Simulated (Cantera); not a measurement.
Input (Python, Cantera) and output of one run.

```python
import numpy as np
import cantera as ct

gas_names = """
    B BCL BCL2 BCL3 BH BH2 BH3 BN B2 CL CL2 H HCL H2 N NH NH2 NH3 N2 N2H2 N2H4
""".split()
cond_names = """
    B(b) B(L) BN(s) NH4CL(a) NH4CL(b)
""".split()


# ... load() reads the species with a 1 bar reference pressure and builds the phases ...
atoms = {
    'BN': {'B': 1, 'N': 1},
    'HCl': {'H': 1, 'CL': 1},
    'H2': {'H': 2},
}
top_T = {'BN(s)': 3200}  # K; cautious upper limits of use, not melting points


# ... equilibrate(T, P, feed) seeds the gas with the atoms and calls Mixture.equilibrate('TP', solver="vcs", rtol=1e-11, max_steps=5000) ...
results = []
feed = {'BN': 1, 'HCl': 23, 'H2': 1.3}  # mol
P = 1333.22  # Pa
for T in [973, 1073, 1173, 1273, 1373, 1473, 1573, 1673, 1773]:
    mix = equilibrate(T, P, feed)
    results.append((T, P, feed, dict(zip(mix.species_names, mix.species_moles))))

top = {s: max(r[3][s] / sum(r[3][g] for g in gas_names) for r in results) for s in gas_names}
cols = sorted((s for s in top if top[s] > 0.0001), key=lambda s: -top[s])[:8]
seen = [c for c in cond_names if any(r[3].get(c, 0) > 1e-12 for r in results)]
print("log10 of partial pressures in bar; condensed amounts in mol")
print(f"{'T/K':>10s}" + "".join(f"{s[:9]:>10s}" for s in cols + seen))
for T, P, feed, n in results:
    ng = sum(n[g] for g in gas_names)
    print(f"{T:10.4g}" + "".join(f"{np.log10(max(n[s] / ng * P / 1e5, 1e-99)):10.3f}" for s in cols)
          + "".join(f"{n.get(c, 0):10.4g}" for c in seen))
```

Output:

```
log10 of partial pressures in bar; condensed amounts in mol
       T/K       HCL        H2      BCL3        N2        CL      BCL2       BCL         H     BN(s)
       973    -1.901    -3.125    -4.621    -4.922    -9.331   -11.349   -14.750   -10.529    0.9564
      1073    -1.905    -3.095    -4.222    -4.523    -8.255    -9.793   -12.545    -9.401    0.8906
      1173    -1.912    -3.048    -3.918    -4.219    -7.374    -8.519   -10.719    -8.453    0.7799
      1273    -1.921    -2.991    -3.688    -3.989    -6.643    -7.460    -9.183    -7.642    0.6258
      1373    -1.932    -2.929    -3.511    -3.811    -6.027    -6.567    -7.875    -6.942    0.4372
      1473    -1.945    -2.869    -3.373    -3.672    -5.500    -5.805    -6.746    -6.332    0.2241
      1573    -1.960    -2.814    -3.268    -3.562    -5.043    -5.153    -5.771    -5.798         0
      1673    -1.960    -2.817    -3.284    -3.563    -4.603    -4.725    -5.098    -5.352         0
      1773    -1.961    -2.824    -3.324    -3.565    -4.209    -4.377    -4.533    -4.958         0
```

These are equilibrium values from Cantera (NASA tables, ideal gas, pure condensed phases), not measurements of a reactor. The tables' values for BCl2, BCl are old estimates; treat these amounts as uncertain. Gases not in the tables: BHCl2.
